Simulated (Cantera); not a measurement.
## Ammonia decomposition in nitride growth gas

A perfectly stirred reactor is fed with NH3 : H2 = 1 : 0.58 (molar parts), at 0.148 atm; it is held at 2248 K, and followed from long to short residence time.

Detailed kinetics in Cantera: the gas-phase N/H chemistry of the illustrative SiF4/NH3 mechanism in the Surface Chemkin manual (1991). Walls and surfaces, which speed up NH3 decomposition in real reactors, are not modelled.

| τ (s) | x NH3 | x H2 | x N2H4 | x N2H2 | x NH2 | x H |
|---|---|---|---|---|---|---|
| 8.6 | 0.000336 | 0.792 | 4.84e-12 | 4.55e-9 | 2.05e-5 | 0.0154 |
| 2.3 | 0.00121 | 0.795 | 3.21e-11 | 2.40e-8 | 5.26e-5 | 0.0111 |
| 0.61 | 0.0119 | 0.794 | 4.70e-10 | 1.72e-7 | 0.000201 | 0.00429 |
| 0.16 | 0.0573 | 0.764 | 3.37e-9 | 7.77e-7 | 0.000537 | 0.00229 |
| 0.044 | 0.175 | 0.683 | 1.47e-8 | 2.63e-6 | 0.00112 | 0.00141 |
| 0.012 | 0.370 | 0.547 | 4.06e-8 | 6.44e-6 | 0.00186 | 0.000886 |
| 0.0031 | 0.536 | 0.432 | 6.63e-8 | 1.02e-5 | 0.00238 | 0.000620 |
| 0.00084 | 0.604 | 0.385 | 7.15e-8 | 1.07e-5 | 0.00247 | 0.000509 |
| 0.00022 | 0.626 | 0.370 | 5.03e-8 | 6.77e-6 | 0.00207 | 0.000396 |
x: mole fraction; the columns are a selection and need not sum to one.
